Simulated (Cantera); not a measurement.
Charge: 1 mol V, 1.1 mol N2, 0.34 mol N2O, held at 2475 K and 1.00 Torr.

Method: chemical equilibrium by Gibbs-energy minimisation in Cantera with the NASA 1993 tables (ideal gas, pure condensed phases). Candidate condensed phases: V, VN, VO, V2O3, V2O4, V2O5; 13 gas species. Equilibrium is a limit: real reactors are often held back by kinetics, nucleation or transport.

Base state: N2 0.590, V 0.279, VO 0.123, VO2 0.00817, O 4.92e-5, VN 1.24e-5 (mole fractions); condensed: gas only.

What changes in the equilibrium state with this change: temperature from 2475 K to 1898.15 K?


```
species      before     after
----------  -------  --------
N2            0.590     0.999
VO            0.123  0.000275
V             0.279  0.000212
O           4.92e-5   9.16e-9
VN          1.24e-5   1.22e-8
VO2         0.00817   2.92e-5
VN(s), mol        0     0.660
VO(s), mol        0     0.340
```
Mutual solubility and eutectic melting of coexisting phases are not modelled. VN, VO: taken at fixed stoichiometry. Condensed phases not in the tables: solid solutions among these carbides, nitrides and lower oxides, V2N.

What changes in the equilibrium state with this change: temperature from 2475 K to 1223 K?


```csv
species,before,after
N2,0.590,1.00
V,0.279,<1e-9
VO,0.123,<1e-9
VO2,0.00817,<1e-9
O,4.92e-5,<1e-9
VN,1.24e-5,<1e-9
"VN(s), mol",0,0.773
"V2O3(s), mol",0,0.113
```
Mutual solubility and eutectic melting of coexisting phases are not modelled. VN: taken at fixed stoichiometry. Condensed phases not in the tables: the oxides between V2O3 and V2O5 other than VO2, V2N.
